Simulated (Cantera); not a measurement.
A perfectly stirred reactor is fed with NH₃ : N₂ = 1 : 5.7 (molar parts), at 0.890 bar; it is held at 1700 K, and followed from long to short residence time.

Model: the gas-phase N/H chemistry of the illustrative SiF4/NH3 mechanism in the Surface Chemkin manual (1991), integrated in Cantera. Walls and surfaces, which speed up NH3 decomposition in real reactors, are not modelled.

Task: What does this change do: temperature 1700 to 1775 K?

Result: 
| quantity | before | after |
|---|---|---|
| x(NH₃) at τ = 1.60 s | 0.0832 | 0.0497 |
| x(N₂H₂) at τ = 1.60 s | 7.34e-8 | 5.86e-8 |
| x(NH₂) at τ = 1.60 s | 4.83e-5 | 5.26e-5 |
| x(H₂) at τ = 1.60 s | 0.0861 | 0.130 |
| x(NH) at τ = 1.60 s | 6.07e-7 | 1.01e-6 |
| x(NH₃) at τ = 0.110 s | 0.140 | 0.127 |
| x(N₂H₂) at τ = 0.110 s | 1.63e-7 | 2.14e-7 |
| x(NH₂) at τ = 0.110 s | 7.86e-5 | 0.000111 |
| x(H₂) at τ = 0.110 s | 0.0123 | 0.0296 |
| x(NH) at τ = 0.110 s | 6.33e-7 | 1.38e-6 |

Task: What does this change do: N2 5.7 to 0.73 parts?

Result: 
```tsv
quantity	before	after
x(NH₃) at τ = 1.60 s	0.0832	0.297
x(N₂H₂) at τ = 1.60 s	7.34e-8	2.55e-7
x(NH₂) at τ = 1.60 s	4.83e-5	9.81e-5
x(H₂) at τ = 1.60 s	0.0861	0.267
x(NH) at τ = 1.60 s	6.07e-7	7.18e-7
x(NH₃) at τ = 0.110 s	0.140	0.536
x(N₂H₂) at τ = 0.110 s	1.63e-7	6.66e-7
x(NH₂) at τ = 0.110 s	7.86e-5	0.000156
x(H₂) at τ = 0.110 s	0.0123	0.0402
x(NH) at τ = 0.110 s	6.33e-7	7.80e-7
```
